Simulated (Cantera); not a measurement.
Ignition delay

Mixture: C3H8 : O2 : N2 : H2O = 1 : 8.93 : 33.6 : 1.1 (molar parts), at 1.01 bar, adiabatic and at constant pressure. Ignition delay is the time to a rise of 400 K.

Detailed kinetics in Cantera: GRI-Mech 3.0 (53 species, 325 reactions). GRI-Mech 3.0 was tuned for natural gas; its chemistry of propane as a main component is partial and can be far from experiment.

```json
[
 {"T0 (K)": "1175", "delay (ms)": "9.99"},
 {"T0 (K)": "1225", "delay (ms)": "3.61"},
 {"T0 (K)": "1275", "delay (ms)": "1.43"},
 {"T0 (K)": "1325", "delay (ms)": "0.626"},
 {"T0 (K)": "1375", "delay (ms)": "0.303"},
 {"T0 (K)": "1425", "delay (ms)": "0.162"},
 {"T0 (K)": "1475", "delay (ms)": "0.0945"}
]
```

apparent activation energy between 1375 and 1475 K: 200 kJ/mol
